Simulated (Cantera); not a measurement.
Input: 1 mol V2O5, 250 mol H2, 53 mol N2, held at 1648.15 K and 0.520 bar.

Equilibrium computed with Cantera from the NASA thermochemical tables; the gas is ideal and each condensed phase is pure. Candidate condensed phases: H2O, V, VN, VO, V2O3, V2O4, V2O5; 28 gas species. Condensed phases not in the tables: the oxides between V2O3 and V2O5 other than VO2. Equilibrium is a limit: real reactors are often held back by kinetics, nucleation or transport.

Base state: H2 0.818, N2 0.175, H2O 0.00660, H 0.000112 (mole fractions); condensed: V2O3(s).

### Question
What changes in the equilibrium state with this change: V2O5 replaced by SiO2?

### Answer
```
species                before     after
-------------------  --------  --------
H2                      0.818     0.824
N2                      0.175     0.175
H2O                   0.00660  0.000379
SiO                         0  0.000350
H                    0.000112  0.000112
V2O3(s), mol            1.000         0
SiO2(β-quartz), mol         0     0.888
Si2N2O(s), mol              0   0.00301
```
Mutual solubility and eutectic melting of coexisting phases are not modelled. The tables hold silica as quartz up to 1696 K and as liquid above; real silica turns to tridymite and cristobalite and melts near 1996 K. Further candidate phases: Si, SiO2, Si2N2O, Si3N4.
